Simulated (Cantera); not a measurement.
Equilibrium for fluorocarbon and chlorocarbon gases: CH3Cl + H2

Input: 1 mol CH3Cl, 0.13 mol H2, at 548 Torr.

Equilibrium computed with Cantera from the NASA thermochemical tables; the gas is ideal and each condensed phase is pure. Candidate condensed phases: C, C6H6, C7H8, C8H18; 91 gas species. The tables' values for CCl are old estimates; treat these amounts as uncertain. Rates play no part.

```
T (K)   x H2  x HCl       x H      x Cl  x C2H2 (acetylene)  n C(graphite)
-----  -----  -----  --------  --------  ------------------  -------------
1348   0.529  0.470   1.97e-6   1.46e-6             6.36e-7          0.997
1498   0.530  0.470   1.46e-5   1.05e-5             4.67e-6          0.999
1648   0.530  0.470   7.59e-5   5.27e-5             2.37e-5          0.999
1798   0.530  0.469  0.000300  0.000203             9.14e-5          0.999
1948   0.529  0.469  0.000962  0.000638            0.000285          0.999
2098   0.528  0.467   0.00262   0.00170            0.000754          0.997
2248   0.525  0.463   0.00623   0.00398             0.00174          0.992
2398   0.519  0.456    0.0133   0.00833             0.00358          0.984
2548   0.508  0.444    0.0258    0.0159             0.00670          0.970
2698   0.490  0.424    0.0462    0.0278              0.0115          0.947
2848   0.463  0.395    0.0770    0.0452              0.0181          0.911
2998   0.426  0.356     0.120    0.0682              0.0264          0.857
3148   0.378  0.307     0.175    0.0961              0.0354          0.771
3298   0.318  0.250     0.240     0.126              0.0434          0.617
```
x: gas mole fraction; n: condensed amount in mol.

From 1348 K to 3298 K the condensed part is C(graphite). The main C-bearing gas is CH4 at 1348 K and C2H2 (acetylene) at 3298 K.
